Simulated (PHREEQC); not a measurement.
Acid rinse or clean

Solution (5.5 °C): 0.0012 mol HCl, 0.11 mol FeCl3 and 4.6e-05 mol MgCl2 per kg of water. Closed to the air; pH follows from the charge balance.

Model: ion-association model, wateq4f.dat, run in PHREEQC.

No solid was allowed to form.

Task: Estimate the pH.

Result: pH 1.97.

Task: In which forms is Fe present?

Result: FeCl+2 38 %, Fe+3 34 %, FeCl2+ 17 %, Fe2(OH)2+4 6.4 %, FeOH+2 2.5 %, Fe3(OH)4+5 1.9 % of the Fe.

The solution is supersaturated, for example in Hematite (slow to form), Goethite (slow to form), so a real one may precipitate; this is no full list. Away from 25 °C the constants follow the database's enthalpies or fits; those with neither stay at their 25 °C values.
